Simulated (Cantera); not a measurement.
Feed: 1 mol SiCl4, a varied amount of HCl, 3.1 mol H2, at 1077 °C and 94000 Pa.

Equilibrium computed with Cantera from the NASA thermochemical tables; the gas is ideal and each condensed phase is pure. Candidate condensed phases: Si; 19 gas species. The tables' values for SiCl3 are old estimates; treat these amounts as uncertain. Kinetics and transport are ignored.

x: gas mole fraction; nothing condenses.

```json
[
 {"n(HCl) (mol)": "0.65", "x H2": "0.595", "x HCl": "0.198", "x SiCl4": "0.153", "x SiHCl3": "0.0265", "x SiCl3": "0.0169", "x SiCl2": "?"},
 {"n(HCl) (mol)": "0.85", "x H2": "0.579", "x HCl": "0.222", "x SiCl4": "0.154", "x SiHCl3": "0.0229", "x SiCl3": "0.0149", "x SiCl2": "?"},
 {"n(HCl) (mol)": "1.1", "x H2": "0.558", "x HCl": "0.252", "x SiCl4": "0.152", "x SiHCl3": "0.0193", "x SiCl3": "0.0127", "x SiCl2": "?"},
 {"n(HCl) (mol)": "1.5", "x H2": "0.525", "x HCl": "0.298", "x SiCl4": "0.148", "x SiHCl3": "0.0149", "x SiCl3": "0.0102", "x SiCl2": "?"},
 {"n(HCl) (mol)": "1.9", "x H2": "0.494", "x HCl": "0.340", "x SiCl4": "0.143", "x SiHCl3": "0.0119", "x SiCl3": "0.00835", "x SiCl2": "?"},
 {"n(HCl) (mol)": "2.5", "x H2": "0.454", "x HCl": "0.395", "x SiCl4": "0.134", "x SiHCl3": "0.00880", "x SiCl3": "0.00645", "x SiCl2": "?"},
 {"n(HCl) (mol)": "3.3", "x H2": "0.408", "x HCl": "0.458", "x SiCl4": "0.123", "x SiHCl3": "0.00626", "x SiCl3": "0.00484", "x SiCl2": "?"},
 {"n(HCl) (mol)": "4.3", "x H2": "0.361", "x HCl": "0.520", "x SiCl4": "0.110", "x SiHCl3": "0.00438", "x SiCl3": "0.00360", "x SiCl2": "?"},
 {"n(HCl) (mol)": "5.6", "x H2": "0.314", "x HCl": "0.583", "x SiCl4": "0.0969", "x SiHCl3": "0.00299", "x SiCl3": "0.00264", "x SiCl2": "?"}
]
```

### Question
What belongs in the gaps?

### Answer

- 0.65, x SiCl2: 0.00931
- 0.85, x SiCl2: 0.00717
- 1.1, x SiCl2: 0.00531
- 1.5, x SiCl2: 0.00349
- 1.9, x SiCl2: 0.00243
- 2.5, x SiCl2: 0.00155
- 3.3, x SiCl2: 0.000952
- 4.3, x SiCl2: 0.000587
- 5.6, x SiCl2: 0.000358
